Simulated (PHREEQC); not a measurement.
Make-up at 25 °C: 59 mmol/kgw Al2(SO4)3, 0.12 mmol/kgw HBF4, 0.16 mmol/kgw CuCl2 and 5.3 mmol/kgw KHCO3. Closed to the air; pH follows from the charge balance.

Equilibrium calculation in PHREEQC: ion-association model, phreeqc.dat.

```yaml
pH: 4.87
ionic_strength: 0.194 mol/kgw
total_alkalinity: 4.82 meq/kg
```

```json
[
 {"species": "AlSO4+", "molality": "0.0738", "activity": "0.0539", "log γ": "-0.136"},
 {"species": "SO4-2", "molality": "0.0432", "activity": "0.0128", "log γ": "-0.529"},
 {"species": "Al(SO4)2-", "molality": "0.0298", "activity": "0.0218", "log γ": "-0.136"},
 {"species": "Al+3", "molality": "0.0101", "activity": "0.00134", "log γ": "-0.878"},
 {"species": "CO2", "molality": "0.00507", "activity": "0.00530", "log γ": "0.019"},
 {"species": "K+", "molality": "0.00488", "activity": "0.00349", "log γ": "-0.146"},
 {"species": "AlOH+2", "molality": "0.00311", "activity": "0.000973", "log γ": "-0.505"},
 {"species": "Al(OH)2+", "molality": "0.000747", "activity": "0.000559", "log γ": "-0.126"},
 {"species": "AlF+2", "molality": "0.000478", "activity": "0.000150", "log γ": "-0.505"},
 {"species": "KSO4-", "molality": "0.000418", "activity": "0.000313", "log γ": "-0.126"}
]
```

Precipitation was switched off in this run. Saturation is exceeded, for instance for Al(OH)3(a), Gibbsite (slow to form); the values hold only as long as no solid forms. Real BF4- forms and hydrolyses slowly; the run takes it at equilibrium. Fluoro complexes past AlF4- and FeF3 are missing from the database.
